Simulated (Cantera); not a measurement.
Charge: 1 mol C, 0.031 mol CO₂, 1.2 mol H₂, at 1.00 bar.

Equilibrium computed with Cantera from the NASA thermochemical tables; the gas is ideal and each condensed phase is pure. Candidate condensed phases: C, C₆H₆, C₇H₈, C₈H₁₈, H₂O; 110 gas species. The numbers say what is thermodynamically allowed, not how fast it happens. All values below are at 800 °C.

Base state: H₂ 0.911, CO 0.0453, CH₄ 0.0381, H₂O 0.00537, CO₂ 0.000289 (mole fractions); condensed: C(graphite).

### Question
What changes in the equilibrium state with this change: pressure from 1.00 bar to 0.00220 bar?

### Answer
| species | before | after |
|---|---|---|
| H₂ | 0.911 | 0.951 |
| CO | 0.0453 | 0.0491 |
| CH₄ | 0.0381 | 9.14e-5 |
| H₂O | 0.00537 | 1.34e-5 |
| CO₂ | 0.000289 | 7.47e-7 |
| C(graphite), mol | 0.930 | 0.969 |

### Question
What changes in the equilibrium state with this change: CO₂ from 0.031 to 1.2 mol?

### Answer
| species | before | after |
|---|---|---|
| CO | 0.0453 | 0.595 |
| H₂ | 0.911 | 0.325 |
| CO₂ | 0.000289 | 0.0499 |
| CH₄ | 0.0381 | 0.00486 |
| H₂O | 0.00537 | 0.0251 |
| C(graphite), mol | 0.930 | 0.0339 |
